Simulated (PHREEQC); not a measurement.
1 kg of water holding 0.023 mol/kgw K2SO4 and 0.0053 mol/kgw NaCl is evaporated at 20 °C; the solids stay in contact with the brine. CO2 from the air is kept out. Only these solids could form: Arcanite, Glaserite, Halite, Mirabilite, Misenite, Sylvite, Thenardite.

The series has 28 steps of water left (kg), from 1 to 0.005012.

The numbers come from PHREEQC with the Pitzer model, pitzer.dat.

### Question
Which solids form, in which order, and at which step of the series does each first stand?

### Answer
Arcanite from water left = 0.03564 kg.

Species that the database lacks are ignored.
